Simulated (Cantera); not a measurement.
A closed system holds: 1 mol C₃H₆, 0.15 mol H₂O, 0.55 mol N₂, 0.037 mol NH₃, held at 1950 K and 2.90 mbar.

Cantera equilibrium calculation (NASA polynomials, part measured and part estimated; ideal gas, pure solids and liquids). Candidate condensed phases: C, C₆H₆, C₇H₈, C₈H₁₈, H₂O; 136 gas species. Rates play no part.

### Question
What is the equilibrium state?

### Answer
```
Quantity                Result
-------------------  ---------
x(H₂)                    0.797
x(N₂)                    0.141
x(CO)                   0.0379
x(H)                    0.0190
x(HCN)                 0.00404
x(C₂H₂ (acetylene))   0.000436
x(HNC)                0.000209
x(CN)                  2.02e-6
n(C(graphite))        2.83 mol
gas amount           3.962 mol
```
